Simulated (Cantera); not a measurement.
A perfectly stirred reactor is fed with 13.7 % CH4, 0.438 % C2H6, 18.1 % O2, 67.8 % N2, equivalence ratio 1.6, at 750 Torr; it is adiabatic with a 525 K inlet, and is followed from long to short residence time, starting on the burning branch (τ in s: 0.19, 0.079, 0.033, 0.013, 0.0056, 0.0023, 0.00095, 0.00039, 0.00016, 6.7e-05, 2.8e-05).

Computed with Cantera and GRI-Mech 3.0 (53 species, 325 reactions).

x: mole fraction; the columns are a selection and need not sum to one.

| τ (s) | T (K) | x CH4 | x C2H6 | x O2 | x NO2 | x CH2CO | x HO2 |
|---|---|---|---|---|---|---|---|
| 0.19 | 1996 | 0.000763 | ? | 9.43e-5 | 1.81e-10 | 1.25e-6 | 1.60e-8 |
| 0.079 | 1998 | 0.00126 | ? | 0.000204 | 2.37e-10 | 3.29e-6 | 3.59e-8 |
| 0.033 | 1998 | 0.00186 | ? | 0.000424 | 3.11e-10 | 7.48e-6 | 7.98e-8 |
| 0.013 | 1996 | 0.00254 | ? | 0.000888 | 4.13e-10 | 1.56e-5 | 1.87e-7 |
| 0.0056 | 1989 | 0.00324 | ? | 0.00170 | 5.32e-10 | 2.75e-5 | 4.15e-7 |
| 0.0023 | 1972 | 0.00422 | ? | 0.00338 | 6.96e-10 | 4.77e-5 | 1.03e-6 |
| 0.00095 | 1932 | 0.00616 | ? | 0.00731 | 9.07e-10 | 8.86e-5 | 2.97e-6 |
| 0.00039 | 525 | 0.137 | 0.00438 | 0.181 | <1e-12 | <1e-12 | <1e-12 |
| 0.00016 | 525 | 0.137 | 0.00438 | 0.181 | <1e-12 | <1e-12 | <1e-12 |
| 6.7e-5 | 525 | 0.137 | 0.00438 | 0.181 | <1e-12 | <1e-12 | <1e-12 |
| 2.8e-5 | 525 | 0.137 | 0.00438 | 0.181 | <1e-12 | <1e-12 | <1e-12 |

Task: Fill in the missing entries.

Result: 
- 0.19, x C2H6: 1.52e-7
- 0.079, x C2H6: 4.43e-7
- 0.033, x C2H6: 1.15e-6
- 0.013, x C2H6: 2.91e-6
- 0.0056, x C2H6: 6.42e-6
- 0.0023, x C2H6: 1.52e-5
- 0.00095, x C2H6: 4.28e-5
